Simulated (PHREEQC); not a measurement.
30 mol of Gypsum (CaSO4:2H2O) is brought to equilibrium with 1 kg of water holding 0.064 mol/kgw NaCl, at 25 °C and several pressures. CO2 from the air is kept out. The run lets Gypsum, Glauberite, Anhydrite, Halite, Mirabilite, Portlandite, Thenardite precipitate or redissolve, and no other solid.

Base run: PHREEQC, Pitzer model, pitzer.dat. Each further column changes one thing. The table gives dissolved Ca (mol/kgw).

| P (atm) | base | temperature from 25 to 35 °C |
|---|---|---|
| 1 | 0.0199 | 0.0203 |
| 50 | 0.0209 | [?] |
| 100 | 0.0219 | 0.0222 |
| 200 | 0.0239 | [?] |
| 300 | 0.0259 | 0.0262 |
| 400 | 0.0278 | 0.0282 |
| 500 | 0.0296 | 0.0302 |
| 600 | 0.0314 | [?] |
| 800 | 0.0347 | 0.0362 |
| 1000 | 0.0376 | 0.0402 |

Task: What belongs in the gaps?

Result: 
- 50, temperature from 25 to 35 °C: 0.0213
- 200, temperature from 25 to 35 °C: 0.0242
- 600, temperature from 25 to 35 °C: 0.0322
